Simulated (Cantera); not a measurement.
**Premixed flame**

A freely propagating, adiabatic, planar premixed flame of 11.8 % CH₃OH, 16.0 % O₂, 72.2 % N₂, unburnt at 525 K and 22000 Pa; mixture-averaged transport, grid criteria slope 0.08 and curve 0.16, no radiation.

Model: GRI-Mech 3.0 (53 species, 325 reactions), integrated in Cantera. GRI-Mech 3.0 was tuned for natural gas; its chemistry of methanol as a main component is partial and can be far from experiment. Burning velocities carry a grid error of a few per cent, more on coarse grids.

```csv
z (mm),T (K),u (m/s),x CH₃OH,x O₂,x CH₂,x C₂H₄,x NO,x H₂O₂
-3.42,525,1.17,0.117,0.160,<1e-8,<1e-8,<1e-8,4.59e-7
-2.28,527,1.17,0.117,0.159,<1e-8,<1e-8,<1e-8,5.21e-6
-1.71,535,1.20,0.116,0.158,<1e-8,<1e-8,<1e-8,2.39e-5
-1.14,589,1.33,0.112,0.152,<1e-8,5.68e-8,<1e-8,0.000153
-0.571,894,2.09,0.0866,0.126,<1e-8,5.73e-7,9.36e-8,0.000926
-0.285,1245,3.00,0.0488,0.0952,3.73e-7,1.47e-6,3.32e-7,0.00141
0,1615,4.01,0.00795,0.0609,1.24e-5,2.64e-6,7.99e-7,0.000191
0.285,1737,4.34,0.000133,0.0394,3.81e-6,6.83e-7,1.31e-6,5.97e-7
0.571,1764,4.40,4.74e-7,0.0274,1.57e-7,3.88e-8,1.76e-6,1.50e-7
1.14,1795,4.45,<1e-8,0.0189,<1e-8,<1e-8,2.55e-6,1.48e-7
2.28,1830,4.51,<1e-8,0.0154,<1e-8,<1e-8,3.93e-6,1.26e-7
4.56,1875,4.60,<1e-8,0.0136,<1e-8,<1e-8,6.32e-6,1.00e-7
9.13,1933,4.72,<1e-8,0.0118,<1e-8,<1e-8,1.04e-5,7.46e-8
```
x: mole fraction of selected species; z is measured from the peak of heat release.

| Property | Value |
|---|---|
| laminar burning velocity | 116 cm/s |
| thermal thickness | 1.14 mm |
| peak x(CH₂) | 1.36e-5 |
| peak x(C₂H₄) | 2.64e-6 |
| peak x(H₂O₂) | 0.00142 |
| grid points | 142 |
